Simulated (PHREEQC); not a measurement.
A PHREEQC input (ion-association model, wateq4f.dat):

```
SOLUTION 1
  temp 25
  units mg/L
  pH 5.69
  pe 12.6
  Na 3.51
  K 0.14
  Ca 0.195
  Mg 0.0944
  Cl 1.7 charge
  Li 0.1 charge
  S(6) 1.69 as SO4
  Alkalinity 5.17 as HCO3
  Li 0.000175
  Sr 0.0847
  O(0) 0.000712
END
USE solution 1
EQUILIBRIUM_PHASES 1
  Gypsum 0 0
  Quartz 0 0.5
  CO2(g) -3.4 10
END
```

The run finishes without an error or a warning.

Its last state differs from that of the intended input:

| quantity | as run | intended |
|---|---|---|
| ionic strength (mol/kgw) | 0.000203 | 0.000199 |
| SI of Quartz (SiO2) | -0.00 | +0.00 |

Task: One thing in the input isn't as intended. What explains the difference?

Result: One answer among several that fit: The fault: two constituents marked charge. The line should read `Cl 1.7` where the input has `Cl 1.7 charge / Li 0.1 charge`.
